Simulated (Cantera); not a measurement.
A perfectly stirred reactor is fed with CH₄ : H₂ : O₂ : N₂ = 1 : 0.15 : 2.84 : 10.7 (molar parts), equivalence ratio 0.73, at 36000 Pa; it is adiabatic with a 573 K inlet, and is followed from long to short residence time, starting on the burning branch (τ in s: 0.054, 0.027, 0.013, 0.0065, 0.0032, 0.0016, 0.00079, 0.00039, 0.00019, 9.5e-05).

Cantera simulation using GRI-Mech 3.0 (53 species, 325 reactions); the numbers are that mechanism's predictions, not measurements.

Q: Predict: blow-out, bracketed by the residence times tried; x(CH₄) at τ = 54.0 ms; x(H₂) at τ = 54.0 ms; x(O₂) at τ = 54.0 ms; x(CH₃) at τ = 54.0 ms; x(CH₄) at τ = 1.60 ms; x(H₂) at τ = 1.60 ms; x(O₂) at τ = 1.60 ms; x(CH₂CO) at τ = 1.60 ms; x(CH₃) at τ = 1.60 ms.

A: 
```json
{
 "blow_out_bracketed_by_the_residence_times_tried": "burning at 0.190 ms, out at 95.0 µs",
 "x(CH₄) at τ = 54.0 ms": "9.14e-6",
 "x(H₂) at τ = 54.0 ms": "0.00152",
 "x(O₂) at τ = 54.0 ms": "0.0527",
 "x(CH₃) at τ = 54.0 ms": "2.93e-6",
 "x(CH₄) at τ = 1.60 ms": "0.000122",
 "x(H₂) at τ = 1.60 ms": "0.00664",
 "x(O₂) at τ = 1.60 ms": "0.0580",
 "x(CH₂CO) at τ = 1.60 ms": "1.52e-8",
 "x(CH₃) at τ = 1.60 ms": "2.55e-5"
}
```
